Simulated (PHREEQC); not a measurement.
Consider water at 25 °C with 0.17 mol CdCl2, 3.5e-05 mol Na2SO4 and 0.015 mol H2SO4 per kg of water. Closed to the air; pH follows from the charge balance.

All values are PHREEQC results (ion-association model, wateq4f.dat), not measurements.

This is a speciation only: nothing precipitates in the calculation.

Question: Order these S species by the share of S that they hold, largest first: Cd(SO4)2-2, SO4-2, CdSO4, HSO4-.

Answer: SO4-2 (41 %), HSO4- (32 %), CdSO4 (24 %), Cd(SO4)2-2 (3.2 %)

Question: Order these Cl species by the share of Cl that they hold, largest first: CdCl+, CdCl3-, CdCl2, Cl-.

Answer: Cl- (46 %), CdCl+ (31 %), CdCl2 (20 %), CdCl3- (3.0 %)

The pH is 1.70 and the ionic strength 0.208 mol/kgw. Complexes and solids missing from the database can't appear.
